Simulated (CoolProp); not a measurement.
A single-stage vapour-compression cycle with R11: evaporating at 311.15 K (dew point), condensing at 375.15 K (bubble point), superheat 5 K, subcooling 0 K, compressor efficiency 0.9, no pressure losses. Each further row changes one setting.

Values from CoolProp's reference Helmholtz-energy equation of state, Jacobsen 1992.

```csv
case,cooling COP,pressure ratio,discharge temperature (K),refrigerating effect (kJ/kg),volumetric capacity (kJ/m³)
as stated,3.38,5.25,386.3,119,1070
evaporating temperature 316.15 K,3.80,4.49,(withheld),121,1260
condensing temperature 370.15 K,(withheld),(withheld),(withheld),124,1110
subcooling 5 K,3.52,5.25,386.3,124,1110
superheat 15 K,3.42,5.25,397.0,125,(withheld)
compressor efficiency 0.8,3.00,5.25,392.4,119,1070
```

Complete the blanks.


- evaporating temperature 316.15 K, discharge temperature (K): 385.4
- condensing temperature 370.15 K, cooling COP: 3.77
- condensing temperature 370.15 K, pressure ratio: 4.72
- condensing temperature 370.15 K, discharge temperature (K): 381.2
- superheat 15 K, volumetric capacity (kJ/m³): 1080
